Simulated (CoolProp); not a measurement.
Fluorine along the isotherm 300 K: Z from the reference equation and from simpler models built on Tc = 144.4 K, pc = 5.240 MPa, ω = 0.045; each cubic takes its own stable root.

The numbers come from the reference Helmholtz-energy equation of state, de Reuck 1990 in CoolProp.

```csv
p (MPa),phase,reference,Redlich-Kwong,Soave-Redlich-Kwong,Peng-Robinson
1.43,gas,0.9943,0.9929,0.9962,0.9919
2.86,gas,0.9887,0.9865,0.9929,0.9847
4.29,gas,0.9835,0.9806,0.9903,0.9783
5.71,supercritical,0.9793,0.9755,0.9883,0.9728
7.14,supercritical,0.9759,0.9711,0.9870,0.9681
8.57,supercritical,0.9735,0.9673,0.9862,0.9643
10,supercritical,0.9721,0.9643,0.9861,0.9613
11.4,supercritical,0.9715,0.9621,0.9866,0.9591
12.9,supercritical,0.9717,0.9605,0.9878,0.9576
14.3,supercritical,0.9726,0.9598,0.9895,0.9570
15.7,supercritical,0.9741,0.9598,0.9918,0.9570
17.1,supercritical,0.9761,0.9606,0.9946,0.9577
18.6,supercritical,0.9790,0.9621,0.9983,0.9592
20,supercritical,0.9823,0.9642,1.002,0.9613
```
